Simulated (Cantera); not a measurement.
Input (Python, Cantera) and output of one run.

```python
import numpy as np
import cantera as ct

gas_names = """
    C CO CO2 C2 C2O C3 C3O2 C4 C5 O O2 O3 Ta TaO TaO2
""".split()
cond_names = """
    C(gr) Ta(cr) Ta(L) TaC(s) TaC(L) Ta2O5(s) Ta2O5(L)
""".split()


# ... load() reads the species with a 1 bar reference pressure and builds the phases ...
atoms = {
    'Ta2O5': {'Ta': 2, 'O': 5},
    'C': {'C': 1},
    'CO': {'C': 1, 'O': 1},
}
top_T = {'C(gr)': 4500}  # K; cautious upper limits of use, not melting points


# ... equilibrate(T, P, feed) seeds the gas with the atoms and calls Mixture.equilibrate('TP', solver="vcs", rtol=1e-11, max_steps=5000) ...
results = []
feed = {'Ta2O5': 1, 'C': 0.78, 'CO': 0.08}  # mol
T = 1550  # K
P = 1000  # Pa
mix = equilibrate(T, P, feed)
results.append((T, P, feed, dict(zip(mix.species_names, mix.species_moles))))
x = sorted(zip(gas.X, gas.species_names), reverse=True)
print(f"T = {T:g} K  P = {P:g} Pa  gas = {mix.phase_moles(0):.4g} mol")
print("   x: " + "  ".join(f"{s} {v:.3e}" for v, s in x if v > 1e-06))
print("   condensed (mol): " + ("  ".join(f"{mix.phase(i).name} {mix.phase_moles(i):.4g}"
      for i in range(1, mix.n_phases) if mix.phase_moles(i) > 1e-12) or "none"))
```

Output:

```
T = 1550 K  P = 1000 Pa  gas = 0.637 mol
   x: CO 9.994e-01  CO2 5.546e-04
   condensed (mol): TaC(s) 0.223  Ta2O5(s) 0.8885
```

Cantera equilibrium calculation (NASA polynomials, part measured and part estimated; ideal gas, pure solids and liquids). Mutual solubility and eutectic melting of coexisting phases are not modelled. TaC: taken at fixed stoichiometry. Condensed phases not in the tables: Ta2C.
